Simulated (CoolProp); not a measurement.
R114 along the isotherm 177.05 °C: density (kg/m³) from the reference equation and from simpler models built on Tc = 147.5 °C, pc = 33.52 bar, ω = 0.252; each cubic takes its own stable root.

Values from CoolProp's reference Helmholtz-energy equation of state, Platzer 1990. This equation is an older, rougher fit; its heat capacities, sound speeds and derivatives of the liquid may be far off and weren't checked against measurements.

```csv
p (bar),phase,reference,ideal gas,van der Waals,Redlich-Kwong
6.98,gas,33.85,31.87,33.72,33.92
14,gas,72.83,63.93,72.27,73.11
21,gas,118.8,95.89,117.5,119.5
27.9,gas,174.8,127.4,173.2,176.2
34.9,supercritical,250.1,159.4,252.4,253.9
41.9,supercritical,361.9,191.3,403.7,375.3
48.9,supercritical,535.4,223.3,559.9,549.3
55.9,supercritical,691.7,255.3,625.5,666.2
62.9,supercritical,782.3,287.2,666.3,737.8
69.8,supercritical,839.7,318.7,696.1,788.7
76.8,supercritical,881.8,350.7,720.2,829.4
83.8,supercritical,914.7,382.6,740.3,863.1
```
